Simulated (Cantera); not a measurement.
Standard-state values (1 bar) from the NASA 1993 polynomials, evaluated with Cantera. Values are per mole of reaction as written; species without (g) are pure solids or liquids, kept so even where they would boil at 1 bar.

Problem. Between 300 and 1923 K, where is each reaction favourable under standard conditions?
- N2(g) + 3 Ba + 3 H2O(g) = 2 NH3(g) + 3 BaO

Solution. 
- N2(g) + 3 Ba + 3 H2O(g) = 2 NH3(g) + 3 BaO: ΔG° is -908 kJ at 300 K and -345 kJ at 1923 K; it stays negative (K > 1). ΔH° is -1013 kJ and ΔS° -347 J/K at 1923 K.
